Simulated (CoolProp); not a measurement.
Propane along the isobar 37.9 bar: fugacity coefficient from the reference equation and from simpler models built on Tc = 369.9 K, pc = 42.51 bar, ω = 0.152; each cubic takes its own stable root.

The numbers come from the reference Helmholtz-energy equation of state, Lemmon 2009 in CoolProp.

```csv
T (K),phase,reference,Redlich-Kwong,Peng-Robinson
365.7,gas,0.6899,0.6936,0.6705
383.9,gas,0.7402,0.7383,0.7189
402,gas,0.7779,0.7730,0.7568
420.2,gas,0.8086,0.8017,0.7883
438.4,gas,0.8341,0.8258,0.8149
456.5,gas,0.8554,0.8463,0.8376
474.7,gas,0.8737,0.8640,0.8573
492.9,gas,0.8895,0.8793,0.8744
511,gas,0.9031,0.8925,0.8892
529.2,gas,0.9150,0.9042,0.9023
547.3,gas,0.9254,0.9144,0.9138
565.5,gas,0.9346,0.9234,0.9240
583.7,gas,0.9428,0.9314,0.9330
601.8,gas,0.9500,0.9385,0.9410
620,gas,0.9564,0.9449,0.9481
```
